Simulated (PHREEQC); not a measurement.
Make-up at 76 °C: 160 mmol/kgw CuSO4, 0.78 mmol/kgw ZnCl2, 3 mmol/kgw HCl and 3.2 mmol/kgw Na2SO4. Closed to the air; pH follows from the charge balance.

Model: ion-association model, phreeqc.dat, run in PHREEQC.

| Item | Value |
|---|---|
| pH | 3.49 |
| ionic strength | 0.313 mol/kgw |
| specific conductance | 28000 µS/cm |
| density | 0.999 g/cm³ |
| total alkalinity | -3.00 meq/kg |

```tsv
species	molality	activity	log γ
CuSO4	0.0826	0.0887	0.031
SO4-2	0.0767	0.0166	-0.664
Cu+2	0.0760	0.0193	-0.594
Na+	0.00576	0.00405	-0.153
Cl-	0.00317	0.00208	-0.183
HSO4-	0.00268	0.00189	-0.150
CuCl+	0.00138	0.000914	-0.180
NaSO4-	0.000638	0.000445	-0.157
H+	0.000420	0.000321	-0.117
ZnSO4	0.000338	0.000363	0.031
```

This is a speciation only: nothing precipitates in the calculation. Complexes and solids missing from the database can't appear. At this temperature some constants are extrapolated from 25 °C, and those without enthalpy data are left unchanged.
